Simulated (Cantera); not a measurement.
**Thermodynamics of silicon epitaxy and polysilicon growth, feed Si2Cl6 + N2**

A closed system holds: 1 mol Si2Cl6, 3.7 mol N2, held at 1448 K and 1.10 bar.

These are equilibrium values from Cantera (NASA tables, ideal gas, pure condensed phases), not measurements of a reactor. Candidate condensed phases: Si, Si3N4; 13 gas species. The feed counts by its element totals alone. N2 is the only nitrogen source here; it is nearly inert below about 1500 K, so the nitride shown seldom forms there in practice. The tables' values for SiCl3 are old estimates; treat these amounts as uncertain. Kinetics and transport are ignored.

```json
{
 "x(N2)": "0.689",
 "x(SiCl4)": "0.290",
 "x(SiCl3)": "0.0171",
 "x(SiCl2)": "0.00372",
 "x(Cl)": "8.93e-6",
 "n(Si3N4(s))": "0.157 mol",
 "gas_amount": "4.917 mol",
 "log10 activity of Si(s) (absent)": "-3.11"
}
```
